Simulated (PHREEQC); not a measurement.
Solution (25 °C): 27 mmol/kgw HF, 13 mmol/kgw KF, 0.076 mmol/kgw (NH4)2SiF6 and 0.15 mmol/kgw HCl. Closed to the air; pH follows from the charge balance.

Computed with PHREEQC (ion-association model, wateq4f.dat).

Each row changes one thing in this solution. Precipitation was switched off in this run.

```
case                                                pH  ionic strength (mol/kgw)  HF (mol/kgw)  F- (mol/kgw)  HF2- (mol/kgw)
-----------------------------------------------  -----  ------------------------  ------------  ------------  --------------
as made                                           2.90                    0.0146        0.0221        0.0132         0.00112
0.028 mol/kgw LiOH added                         10.45                    0.0410           [?]        0.0405        2.76e-10
diluted 5-fold with water                          [?]                   0.00359           [?]           [?]         5.75e-5
(NH4)2SiF6 left out                               2.90                    0.0144        0.0221        0.0131         0.00112
(NH4)2SiF6 replaced by NaF at the same molality   2.90                    0.0145        0.0221        0.0132         0.00112
```

Problem. Fill in the missing entries.

Solution. 
- 0.028 mol/kgw LiOH added, HF (mol/kgw): 1.76e-9
- diluted 5-fold with water, pH: 3.05
- diluted 5-fold with water, HF (mol/kgw): 0.00433
- diluted 5-fold with water, F- (mol/kgw): 0.00346

Complexes and solids missing from the database can't appear. SiF6-2 is the database's only silicon fluoride.
